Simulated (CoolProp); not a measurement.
Vapour-liquid equilibrium of ethane (1) + C2F6 (R116) (2) at -78.85 °C; x and y are mole fractions of (1).

Model: multi-fluid Helmholtz-energy mixture model, Bücker 2006 and Lemmon 2006; pair parameters Bell 2016, in CoolProp.

```
x     bubble pressure, mixture model (kPa)  bubble pressure, Raoult's law (kPa)  y, mixture model  y, Raoult's law
----  ------------------------------------  -----------------------------------  ----------------  ---------------
0.05                                 119.5                                100.7             0.218            0.083
0.15                                 157.2                                107.6             0.454            0.232
0.25                                 183.2                                114.6             0.567            0.363
0.35                                 198.2                                121.5             0.626            0.480
0.45                                 205.2                                128.4             0.656            0.583
0.55                                 207.9                                135.3             0.672            0.677
0.65                                 208.8                                142.2             0.683            0.761
0.75                                 208.5                                149.2             0.699            0.837
0.85                                 204.7                                156.1             0.737            0.907
0.95                                 187.5                                163.0             0.854            0.970
```

The largest gap from Raoult's law is +63.1 % in bubble pressure, at x = 0.35. y crosses x between x = 0.65 and 0.75: the model has an azeotrope there.

Pair parameters are fitted to limited data, so mixtures are less certain than the pure fluids. With so large a gap from Raoult's law the liquid may split in two, which this calculation doesn't test in full.
